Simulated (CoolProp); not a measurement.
C2F6 (R116) along the isobar 5.29 MPa: Z from the reference equation and from simpler models built on Tc = 19.9 °C, pc = 3.048 MPa, ω = 0.257; each cubic takes its own stable root.

Computed with CoolProp (reference Helmholtz-energy equation of state, Lemmon 2006). It is a short technical equation, of lower accuracy than the large ones.

```csv
T (°C),phase,reference,van der Waals,Soave-Redlich-Kwong,Peng-Robinson
-91.15,liquid,0.2871,0.4430,0.2985,0.2650
-70.65,liquid,0.2715,0.4149,0.2821,0.2501
-50.15,liquid,0.2612,0.3949,0.2725,0.2414
-29.65,liquid,0.2563,0.3821,0.2699,0.2391
-9.15,liquid,0.2577,0.3768,0.2763,0.2454
11.35,liquid,0.2700,0.3807,0.2983,0.2670
31.95,supercritical,0.3135,0.3995,0.3607,0.3294
52.45,supercritical,0.4779,0.4487,0.5190,0.4873
72.95,supercritical,0.6372,0.5454,0.6626,0.6279
93.45,supercritical,0.7330,0.6410,0.7536,0.7187
113.95,supercritical,0.7980,0.7099,0.8163,0.7822
134.45,supercritical,0.8451,0.7603,0.8622,0.8294
```
